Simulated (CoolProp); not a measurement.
A single-stage vapour-compression cycle with R245ca: evaporating at 305.15 K (dew point), condensing at 330.15 K (bubble point), superheat 8 K, subcooling 2 K, compressor efficiency 0.65, no pressure losses. Each further row changes one setting.

The numbers come from the reference Helmholtz-energy equation of state, Zhou 2016 in CoolProp.

| case | cooling COP | pressure ratio | discharge temperature (K) | refrigerating effect (kJ/kg) | volumetric capacity (kJ/m³) |
|---|---|---|---|---|---|
| as stated | 7.28 | 2.30 | 341.3 | 175 | 1230 |
| evaporating temperature 310.15 K | 9.44 | 1.92 | 340.4 | 180 | 1490 |
| condensing temperature 325.15 K | 9.31 | 1.97 | 336.0 | 182 | 1280 |
| subcooling 7 K | 7.57 | 2.30 | 341.3 | 182 | 1280 |
| superheat 18 K | 7.39 | 2.30 | 351.4 | 185 | 1250 |
| compressor efficiency 0.55 | 6.16 | 2.30 | 345.5 | 175 | 1230 |
